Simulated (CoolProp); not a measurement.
Vapour-liquid equilibrium of hydrogen sulfide (1) + n-hexane (2) at 2.6 bar; x and y are mole fractions of (1).

Values from CoolProp's multi-fluid Helmholtz-energy mixture model, Lemmon 2006 and Thol 2019; pair parameters Kunz 2012.

```csv
x,"bubble temperature, mixture model (°C)","bubble temperature, Raoult's law (°C)","y, mixture model","y, Raoult's law"
0.05,53.5,55.3,0.761,0.762
0.125,2.5,23.6,0.974,0.936
0.2,-16.1,7.1,0.991,0.973
0.275,-24.2,-3.4,0.995,0.986
0.35,-28.1,-11.0,0.996,0.992
0.425,-30.2,-16.8,0.997,0.995
0.5,-31.6,-21.5,0.997,0.997
0.575,-32.6,-25.4,0.998,0.998
0.65,-33.5,-28.7,0.998,0.999
0.725,-34.6,-31.6,0.998,0.999
0.8,-35.7,-34.1,0.998,0.999
0.875,-37.0,-36.4,0.999,1.000
0.95,-38.5,-38.4,0.999,1.000
```

The largest gap from Raoult's law is -23.2 K in bubble temperature, at x = 0.2. No azeotrope shows between x = 0.05 and 0.95.

The pair parameters rest on a limited set of measurements; away from them the model extrapolates. With so large a gap from Raoult's law the liquid may split in two, which this calculation doesn't test in full.
